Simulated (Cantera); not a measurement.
## Counterflow diffusion flame

A counterflow diffusion flame at 0.671 atm, nozzles 20 mm apart: fuel side CH₄ : C₂H₆ : N₂ = 1 : 0.12 : 0.47 (molar parts) at 575 K, oxidiser side O₂ : N₂ = 0.26 : 0.74 (molar parts) at 400 K, fuel mass flux 0.78 times the oxidiser's; mixture-averaged transport, no radiation.

Cantera simulation using GRI-Mech 3.0 (53 species, 325 reactions); the numbers are that mechanism's predictions, not measurements. GRI-Mech 3.0 has no aromatics or soot, which form on the fuel side of real flames. The maximum strain rate includes the flame's own expansion and is several times the mean.

```
oxidiser flux (kg/m²/s)  max strain (1/s)  mean strain (1/s)  T max (K)  peak x OH  peak x H  peak x NO  peak x CO  peak x C₂H₂
-----------------------  ----------------  -----------------  ---------  ---------  --------  ---------  ---------  -----------
0.17                                  185               36.9       2192     0.0115   0.00619   0.000362     0.0741       0.0202
0.25                                  259               54.3       2175     0.0115   0.00652   0.000332     0.0729       0.0194
0.37                                  367               80.3       2158     0.0113   0.00685   0.000298     0.0717       0.0184
0.55                                  524                119       2137     0.0111   0.00714   0.000259     0.0706       0.0174
0.82                                  753                178       2116     0.0108   0.00738   0.000218     0.0698       0.0162
1.2                                  1070                260       2093     0.0104   0.00754   0.000176     0.0692       0.0149
1.8                                  1550                391       2062    0.00970   0.00751   0.000129     0.0690       0.0131
2.7                                  2240                586       2020    0.00870   0.00714    8.12e-5     0.0691       0.0106
```
x: mole fraction; the columns are a selection and need not sum to one.
